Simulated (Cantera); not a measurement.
A perfectly stirred reactor is fed with CH3OH : O2 : N2 = 0.019 : 0.0097 : 1 (molar parts), equivalence ratio 2.9, at 0.898 atm; it is held at 1475 K, and followed from long to short residence time.

Computed with Cantera and GRI-Mech 3.0 (53 species, 325 reactions). GRI-Mech 3.0 was tuned for natural gas; its chemistry of methanol as a main component is partial and can be far from experiment.

Task: What does this change do: 0.0066 parts H2 added?

Result: 
| quantity | before | after |
|---|---|---|
| x(CH3OH) at τ = 4.00 s | 5.59e-7 | 6.48e-7 |
| x(O2) at τ = 4.00 s | 8.39e-6 | 9.65e-6 |
| x(CH2CO) at τ = 4.00 s | 6.02e-9 | 7.83e-9 |
| x(HCN) at τ = 4.00 s | 8.56e-7 | 5.98e-7 |
| x(OH) at τ = 4.00 s | 1.08e-6 | 7.65e-7 |
| x(CH3OH) at τ = 23.0 ms | 1.92e-5 | 2.11e-5 |
| x(O2) at τ = 23.0 ms | 0.000266 | 0.000289 |
| x(CH2CO) at τ = 23.0 ms | 1.55e-7 | 1.89e-7 |
| x(HCN) at τ = 23.0 ms | 5.88e-6 | 3.96e-6 |
| x(OH) at τ = 23.0 ms | 6.85e-6 | 5.15e-6 |
